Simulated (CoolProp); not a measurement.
Propyne along the isotherm 175.55 °C: Z from the reference equation and from simpler models built on Tc = 129.6 °C, pc = 5658 kPa, ω = 0.204; each cubic takes its own stable root.

The numbers come from the reference Helmholtz-energy equation of state, Polt 1992 in CoolProp. This equation is an older, rougher fit; its heat capacities, sound speeds and derivatives of the liquid may be far off and weren't checked against measurements.

```
p (kPa)          phase  reference  van der Waals  Redlich-Kwong  Soave-Redlich-Kwong  Peng-Robinson
-------  -------------  ---------  -------------  -------------  -------------------  -------------
26.8               gas     0.9988         0.9989         0.9988               0.9989         0.9987
40.5               gas     0.9982         0.9984         0.9982               0.9983         0.9981
61.1               gas     0.9973         0.9975         0.9973               0.9974         0.9971
92.1               gas     0.9960         0.9963         0.9959               0.9961         0.9956
139                gas     0.9939         0.9944         0.9939               0.9942         0.9933
210                gas     0.9908         0.9915         0.9907               0.9912         0.9899
316                gas     0.9861         0.9872         0.9860               0.9867         0.9848
477                gas     0.9790         0.9805         0.9788               0.9798         0.9770
720                gas     0.9681         0.9704         0.9679               0.9694         0.9651
1090               gas     0.9514         0.9546         0.9509                    …         0.9469
1640               gas          …              …         0.9252               0.9290         0.9195
2470               gas     0.8870         0.8917              …               0.8911         0.8771
3730               gas     0.8244         0.8274         0.8198               0.8306         0.8103
5630               gas     0.7204         0.7105         0.7101               0.7311              …
8490     supercritical     0.5381         0.4758         0.5209               0.5697         0.5380
```

**Question.** What belongs in the gaps?

**Answer.** 
- 1090, Soave-Redlich-Kwong: 0.9534
- 1640, reference: 0.9262
- 1640, van der Waals: 0.9303
- 2470, Redlich-Kwong: 0.8849
- 5630, Peng-Robinson: 0.7034
